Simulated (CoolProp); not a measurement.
Diethyl ether along the isotherm 275 K: density (kg/m³) from the reference equation and from simpler models built on Tc = 467.9 K, pc = 3.717 MPa, ω = 0.282; each cubic takes its own stable root.

Values from CoolProp's reference Helmholtz-energy equation of state, Thol 2014.

```tsv
p (MPa)	phase	reference
0.0176	gas	0.5775
0.0334	liquid	733.8
0.0634	liquid	733.8
0.12	liquid	733.9
0.228	liquid	734.0
0.432	liquid	734.2
0.818	liquid	734.7
1.55	liquid	735.5
2.94	liquid	737.1
```

**Question.** How far does each simpler model (van der Waals, Peng-Robinson) lie from the reference over these 9 states: mean and median of the absolute difference, and the worst?

**Answer.** 
- van der Waals: mean 61.9 %, median 40.0 %, worst -99.9 % at 275 K and 0.0334 MPa
- Peng-Robinson: mean 2.8 %, median 3.1 %, worst +3.1 % at 275 K and 2.94 MPa

At some of these states van der Waals gives the other phase, because its saturation line lies elsewhere.
